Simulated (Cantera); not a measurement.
Pyrogenic steam for wet oxidation

An isothermal, constant-pressure homogeneous reactor starts with 12.6 % H2, 25.7 % O2, 61.7 % N2, equivalence ratio 0.24, at 1298 K and 34000 Pa.

Computed with Cantera and the H2/O2 subset of GRI-Mech 3.0, which has no nitrogen chemistry. The temperature is held fixed by assumption; the heat of reaction is taken as removed at once.

| t (s) | x H2 | x O2 | x H2O | x O | x HO2 | x H2O2 | x H |
|---|---|---|---|---|---|---|---|
| 0.000100 | 0.0107 | 0.197 | 0.0975 | 0.0246 | 4.23e-5 | 3.02e-6 | 0.0333 |
| 0.000230 | 0.00309 | 0.203 | 0.125 | 0.00746 | 4.06e-5 | 2.88e-6 | 0.00509 |
| 0.000528 | 0.000535 | 0.206 | 0.133 | 0.00119 | 2.18e-5 | 1.51e-6 | 0.000305 |
| 0.00121 | 8.44e-5 | 0.207 | 0.134 | 0.000188 | 6.51e-6 | 5.78e-7 | 1.89e-5 |
| 0.00279 | 1.60e-5 | 0.207 | 0.134 | 3.93e-5 | 1.72e-6 | 2.17e-7 | 1.81e-6 |
| 0.00642 | 3.91e-6 | 0.207 | 0.134 | 1.08e-5 | 5.15e-7 | 8.52e-8 | 2.56e-7 |
| 0.0147 | 1.18e-6 | 0.207 | 0.134 | 3.53e-6 | 1.80e-7 | 3.49e-8 | 4.79e-8 |
| 0.0339 | 4.16e-7 | 0.207 | 0.134 | 1.31e-6 | 7.40e-8 | 1.48e-8 | 1.07e-8 |
| 0.0779 | 1.64e-7 | 0.207 | 0.134 | 5.29e-7 | 4.01e-8 | 6.59e-9 | 2.78e-9 |
| 0.179 | 7.52e-8 | 0.207 | 0.134 | 2.44e-7 | 3.18e-8 | 3.27e-9 | 8.88e-10 |
| 0.412 | 4.74e-8 | 0.207 | 0.134 | 1.50e-7 | 3.18e-8 | 2.13e-9 | 4.48e-10 |
| 0.946 | 4.28e-8 | 0.207 | 0.134 | 1.34e-7 | 3.22e-8 | 1.93e-9 | 3.84e-10 |
| 2.18 | 4.27e-8 | 0.207 | 0.134 | 1.34e-7 | 3.22e-8 | 1.93e-9 | 3.82e-10 |
| 5.00 | 4.27e-8 | 0.207 | 0.134 | 1.34e-7 | 3.22e-8 | 1.93e-9 | 3.82e-10 |
x: mole fraction; the columns are a selection and need not sum to one.

Equilibrium at this temperature and pressure: H2 4.27e-8, O2 0.207, H2O 0.134, O 1.34e-7, HO2 3.22e-8, H2O2 1.93e-9, H 3.82e-10 (gas phase only).
